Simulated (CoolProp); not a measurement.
Vapour-liquid equilibrium of hydrogen sulfide (1) + toluene (2) at 337.6 K; x and y are mole fractions of (1).

The numbers come from the multi-fluid Helmholtz-energy mixture model, Lemmon 2006 and Lemmon 2006; pair parameters Bell 2016 in CoolProp.

```json
[
 {"x": "0.05", "bubble pressure, mixture model (MPa)": "0.2273", "bubble pressure, Raoult's law (MPa)": "0.2585", "y, mixture model": "0.902", "y, Raoult's law": "0.919"},
 {"x": "0.2", "bubble pressure, mixture model (MPa)": "0.7570", "bubble pressure, Raoult's law (MPa)": "0.9678", "y, mixture model": "0.971", "y, Raoult's law": "0.982"},
 {"x": "0.35", "bubble pressure, mixture model (MPa)": "1.275", "bubble pressure, Raoult's law (MPa)": "1.677", "y, mixture model": "0.983", "y, Raoult's law": "0.991"},
 {"x": "0.5", "bubble pressure, mixture model (MPa)": "1.868", "bubble pressure, Raoult's law (MPa)": "2.387", "y, mixture model": "0.989", "y, Raoult's law": "0.995"},
 {"x": "0.65", "bubble pressure, mixture model (MPa)": "2.578", "bubble pressure, Raoult's law (MPa)": "3.096", "y, mixture model": "0.993", "y, Raoult's law": "0.998"},
 {"x": "0.8", "bubble pressure, mixture model (MPa)": "3.417", "bubble pressure, Raoult's law (MPa)": "3.805", "y, mixture model": "0.996", "y, Raoult's law": "0.999"},
 {"x": "0.95", "bubble pressure, mixture model (MPa)": "4.380", "bubble pressure, Raoult's law (MPa)": "4.515", "y, mixture model": "0.999", "y, Raoult's law": "1.000"}
]
```

The largest gap from Raoult's law is -24.0 % in bubble pressure, at x = 0.35. No azeotrope shows between x = 0.05 and 0.95.

The pair parameters rest on a limited set of measurements; away from them the model extrapolates.
